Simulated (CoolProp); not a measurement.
Vapour-liquid equilibrium of R22 (1) + n-hexane (2) at 27.35 °C; x and y are mole fractions of (1).

The numbers come from the multi-fluid Helmholtz-energy mixture model, Kamei 1995 and Thol 2019; pair parameters Bell 2016 in CoolProp.

**Question.** Give the bubble pressure and the first vapour's composition at x = 0.45, 0.75, 0.85. Is there an azeotrope?

**Answer.** x = 0.45: 0.5901 MPa, y = 0.970; x = 0.75: 0.8466 MPa, y = 0.985; x = 0.85: 0.9400 MPa, y = 0.991. No azeotrope shows between x = 0.05 and 0.95.

Pair parameters are fitted to limited data, so mixtures are less certain than the pure fluids. The gap from Raoult's law changes sign with composition, which may be real or a fault of the pair parameters; it wasn't checked against measurements.
